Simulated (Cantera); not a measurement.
Input (Python, Cantera):

```python
import numpy as np
import cantera as ct

gas = ct.Solution("gri30.yaml")
gas.TPX = 1550, 280000, {'CH4': 1, 'CO': 0.45, 'O2': 2.53, 'N2': 27.8, 'CO2': 4.4}
reactor = ct.IdealGasReactor(gas, energy="on", clone=False)
net = ct.ReactorNet([reactor])
net.rtol, net.atol = 1e-08, 1e-16
show = ['CH4', 'CO', 'O2', 'H2', 'C2H6', 'H2O']
times = np.geomspace(5e-06, 0.5, 12)

steps = ct.SolutionArray(gas, extra=["t"])
rows = []
print(f"{'t/s':>10s}{'T/K':>9s}{'P/Pa':>11s}" + "".join(f"{s:>11s}" for s in show))
for t in times:
    while net.time < t:
        t_next = net.step()
        steps.append(gas.state, t=t_next)
    rows.append([np.interp(t, steps.t, y) for y in (steps.T, steps.P, *steps(*show).X.T)])
    print(f"{t:10.3e}{rows[-1][0]:9.1f}{rows[-1][1]:11.4g}" + "".join(f"{x:11.3e}" for x in rows[-1][2:]))
rate = np.gradient(steps.T, steps.t)
print("integrator steps:", len(steps.t))
if steps.T.max() > steps.T[0] + 200:
    print(f"time of steepest temperature rise: {steps.t[rate.argmax()]:.4e} s")
gas.TPX = 1550, 280000, {'CH4': 1, 'CO': 0.45, 'O2': 2.53, 'N2': 27.8, 'CO2': 4.4}
gas.equilibrate("UV")
print(f"equilibrium (UV): T = {gas.T:.1f} K  " + "  ".join(f"{s} {gas[s].X[0]:.3e}" for s in show))
```

Result:

```
       t/s      T/K       P/Pa        CH4         CO         O2         H2       C2H6        H2O
 5.000e-06   1550.0    2.8e+05  2.764e-02  1.244e-02  6.993e-02  1.505e-07  9.317e-11  2.359e-07
 1.424e-05   1550.0    2.8e+05  2.764e-02  1.244e-02  6.993e-02  4.908e-07  2.788e-09  9.859e-07
 4.056e-05   1550.0    2.8e+05  2.763e-02  1.244e-02  6.992e-02  1.790e-06  8.811e-08  4.866e-06
 1.155e-04   1550.0    2.8e+05  2.757e-02  1.243e-02  6.990e-02  9.166e-06  3.188e-06  3.243e-05
 3.290e-04   1551.7  2.803e+05  2.713e-02  1.245e-02  6.966e-02  9.355e-05  8.082e-05  3.098e-04
 9.369e-04   2001.2   3.67e+05  5.018e-16  3.213e-02  2.374e-02  2.380e-03  9.216e-29  4.904e-02
 2.668e-03   2273.4    4.1e+05  1.646e-18  7.502e-03  1.183e-02  4.738e-04  1.222e-34  5.398e-02
 7.600e-03   2276.1  4.104e+05  1.535e-18  7.150e-03  1.154e-02  4.519e-04  1.547e-34  5.404e-02
 2.164e-02   2274.4  4.101e+05  1.565e-18  7.166e-03  1.124e-02  4.535e-04  1.587e-34  5.405e-02
 6.164e-02   2271.2  4.095e+05  1.621e-18  7.198e-03  1.069e-02  4.566e-04  1.662e-34  5.407e-02
 1.756e-01   2268.6  4.091e+05  1.668e-18  7.228e-03  1.026e-02  4.594e-04  1.725e-34  5.408e-02
 5.000e-01   2268.3   4.09e+05  1.673e-18  7.232e-03  1.021e-02  4.598e-04  1.733e-34  5.408e-02
integrator steps: 1860
time of steepest temperature rise: 9.0678e-04 s
equilibrium (UV): T = 2268.3 K  CH4 2.245e-18  CO 7.232e-03  O2 1.021e-02  H2 4.598e-04  C2H6 2.624e-34  H2O 5.408e-02
```

Detailed kinetics in Cantera: GRI-Mech 3.0 (53 species, 325 reactions).
